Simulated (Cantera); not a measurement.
An adiabatic, constant-pressure homogeneous reactor starts with 35.3 % H2, 13.6 % O2, 51.1 % N2, equivalence ratio 1.3, at 1600 K and 593 Torr.

Cantera simulation using GRI-Mech 3.0 (53 species, 325 reactions); the numbers are that mechanism's predictions, not measurements.

One state of this run: T (K) = 2874; x H2 = 0.107; x O2 = 0.00574; x NO = 0.00569; x H = 0.0390; x HO2 = 3.33e-6; x O = 0.00618. x: mole fraction; the columns are a selection and need not sum to one.

Q: Which value of t (s) does it belong to?
(A) 5.44e-6
(B) 0.121
(C) 2.00e-6
(D) 0.000299

A: B, 0.121
